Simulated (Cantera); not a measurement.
Input: 1 mol Fe(CO)5, 0.37 mol N2, equilibrated at 0.150 bar.

Cantera equilibrium calculation (NASA polynomials, part measured and part estimated; ideal gas, pure solids and liquids). Candidate condensed phases: C, Fe, Fe(CO)5, FeO, Fe2O3, Fe3O4; 27 gas species. Condensed phases not in the tables: cementite and carbon dissolved in iron. Rates play no part.

Problem. At 1200 K, list the 3 most abundant gas species with their mole fractions, and the condensed phases.

Solution. CO 0.928, N2 0.0691, CO2 0.00244. Condensed: C(graphite) + Fe(γ).
